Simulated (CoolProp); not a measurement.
Vapour-liquid equilibrium of C2F6 (R116) (1) + R143a (2) at -77.05 °C; x and y are mole fractions of (1).

Values from CoolProp's multi-fluid Helmholtz-energy mixture model, Lemmon 2006 and Lemmon and Jacobsen 2000; pair parameters Bell 2016.

### Question
Give the bubble pressure and the first vapour's composition at x = 0.25, 0.45, 0.65. Is there an azeotrope?

### Answer
x = 0.25: 0.7674 bar, y = 0.791; x = 0.45: 0.9146 bar, y = 0.843; x = 0.65: 0.9791 bar, y = 0.869. No azeotrope shows between x = 0.05 and 0.95.

The pair parameters rest on a limited set of measurements; away from them the model extrapolates. With so large a gap from Raoult's law the liquid may split in two, which this calculation doesn't test in full.
